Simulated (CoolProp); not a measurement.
Vapour-liquid equilibrium of carbon dioxide (1) + R123 (2) at 262.2 K; x and y are mole fractions of (1).

The numbers come from the multi-fluid Helmholtz-energy mixture model, Span 1996 and Younglove 1994; pair parameters Bell 2016 in CoolProp.

Q: Give the bubble pressure and the first vapour's composition at x = 0.5, 0.65, 0.725. Is there an azeotrope?

A: x = 0.5: 1008 kPa, y = 0.986; x = 0.65: 1419 kPa, y = 0.992; x = 0.725: 1648 kPa, y = 0.995. No azeotrope shows between x = 0.05 and 0.95.

The pair parameters rest on a limited set of measurements; away from them the model extrapolates.
